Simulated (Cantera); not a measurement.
**Na2CO3 + H2 + O2 (calcination and drying)**

A closed system holds: 1 mol Na2CO3, 1.2 mol H2, 1 mol O2, equilibrated at 1.50 bar.

Equilibrium computed with Cantera from the NASA thermochemical tables; the gas is ideal and each condensed phase is pure. Candidate condensed phases: C, C6H6, C7H8, C8H18, H2O, Na, NaOH, NaO2, Na2CO3, Na2O, Na2O2; 117 gas species. Rates play no part.

From 527 °C to 827 °C the condensed part is Na2CO3(s). From 927 °C to 1727 °C the condensed part is Na2CO3(l). At 1827 °C nothing is condensed. The main Na-bearing gas is NaOH throughout.

```
T (°C)  x H2O    x NaOH     x CO2   x O2      x Na     x NaO  n Na2CO3(s)  n Na2CO3(l)
------  -----  --------  --------  -----  --------  --------  -----------  -----------
527     0.750   6.77e-8   1.70e-7  0.250    <1e-12    <1e-12         1.00            0
627     0.750   1.92e-6   2.61e-6  0.250    <1e-12    <1e-12        1.000            0
727     0.750   2.68e-5   2.37e-5  0.250  2.91e-11  1.18e-11        1.000            0
827     0.750  0.000225  0.000144  0.250   1.75e-9  5.49e-10        1.000            0
927     0.748   0.00118  0.000617  0.250   4.76e-8   1.20e-8            0        0.999
1027    0.744   0.00441   0.00227  0.249   7.10e-7   1.49e-7            0        0.996
1127    0.733    0.0134   0.00684  0.247   7.09e-6   1.27e-6            0        0.989
1227    0.707    0.0342    0.0174  0.241   5.17e-5   8.02e-6            0        0.971
1327    0.654    0.0758    0.0385  0.231  0.000295   3.96e-5            0        0.933
1427    0.562     0.147    0.0751  0.212   0.00138  0.000161            0        0.859
1527    0.427     0.251     0.129  0.185   0.00563  0.000556            0        0.720
1627    0.261     0.366     0.195  0.153    0.0206   0.00170            0        0.475
1727    0.109     0.434     0.254  0.125    0.0694   0.00480            0       0.0664
1827    0.106     0.395     0.253  0.127     0.106   0.00689            0            0
```
x: gas mole fraction; n: condensed amount in mol.
